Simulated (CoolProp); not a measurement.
Values from CoolProp's reference Helmholtz-energy equation of state, Leachman 2009.

### Question
For normal hydrogen, give the phase and the speed of sound (m/s), viscosity (µPa s) at 36.9 K and 1960 kPa.

### Answer
- 36.9 K and 1960 kPa: supercritical; speed of sound 461, viscosity 3.21

Viscosity comes from a separate model (Muzny 2013).
